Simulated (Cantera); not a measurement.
## Ignition delay

Mixture: CH₃OH : O₂ : N₂ : H₂O = 1 : 1.5 : 9.15 : 1.6 (molar parts), at 38.0 bar, adiabatic and at constant volume. Ignition delay is the time to a rise of 400 K.

Model: GRI-Mech 3.0 (53 species, 325 reactions), integrated in Cantera. GRI-Mech 3.0 was tuned for natural gas; its chemistry of methanol as a main component is partial and can be far from experiment. The pressure lies above the range GRI-Mech 3.0 was tuned for (to about 10 atm).

```tsv
T0 (K)	delay (ms)
1100	3.91
1175	0.914
1250	0.253
1325	0.0813
1400	0.0300
1475	0.0125
1550	0.00581
1625	0.00296
1700	0.00163
1775	0.000962
```

```json
{
 "apparent activation energy between 1625 and 1775 K": "180 kJ/mol"
}
```
